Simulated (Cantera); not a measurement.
A jet of CH4 : O2 : N2 = 0.02 : 0.098 : 0.79 (molar parts), equivalence ratio 0.41 at 300 K and 0.138 atm hits a platinum plate 2.8 cm away at a mass flux of 0.17 kg/m²/s; the plate temperature is set and raised in steps from an oxygen-covered start.

Model: Deutschmann's 1995 Pt surface mechanism with GRI-Mech 3.0 gas chemistry, integrated in Cantera. Catalytic surfaces can have several steady states; this one follows from the mechanism file's or the stated starting coverage.

One state of this run: wall x CH4 = 0.00877; wall x O2 = 0.0798; wall x H2O = 0.0245; wall x OH = 4.04e-7; wall x CO = 7.95e-6; wall x CO2 = 0.0162; θ free Pt = 0.390; θ O* = 0.609; θ OH* = 0.00109. x: mole fraction at the wall; θ: surface coverage.

Task: Which value of plate T (K) does it belong to?
(A) 1000
(B) 1050
(C) 1150
(D) 900

Result: B, 1050
